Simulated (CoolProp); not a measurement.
R236EA along the isobar 37.8 bar: Z from the reference equation and from simpler models built on Tc = 139.3 °C, pc = 34.14 bar, ω = 0.368; each cubic takes its own stable root.

Values from CoolProp's reference Helmholtz-energy equation of state, Rui 2013.

```
T (°C)   phase  reference  Redlich-Kwong  Soave-Redlich-Kwong  Peng-Robinson
------  ------  ---------  -------------  -------------------  -------------
77.15   liquid     0.1563         0.1845               0.1742            ___
81.95   liquid     0.1565         0.1856               0.1752         0.1549
86.65   liquid     0.1570         0.1869               0.1764         0.1561
91.45   liquid     0.1576         0.1885               0.1780         0.1575
96.15   liquid     0.1584         0.1904               0.1800         0.1593
100.85  liquid     0.1595         0.1927               0.1823         0.1615
105.65  liquid     0.1609            ___               0.1853         0.1643
110.35  liquid        ___         0.1988               0.1888         0.1676
115.15  liquid        ___            ___               0.1933         0.1718
119.85  liquid     0.1679         0.2080               0.1987         0.1770
124.65  liquid     0.1718         0.2145               0.2059         0.1838
129.35  liquid     0.1770         0.2229               0.2154         0.1928
134.15  liquid     0.1849         0.2346               0.2292         0.2062
138.85  liquid     0.1982         0.2523               0.2516         0.2279
```

**Question.** What belongs in the gaps?

**Answer.** 
- 77.15, Peng-Robinson: 0.1540
- 105.65, Redlich-Kwong: 0.1955
- 110.35, reference: 0.1627
- 115.15, reference: 0.1650
- 115.15, Redlich-Kwong: 0.2030
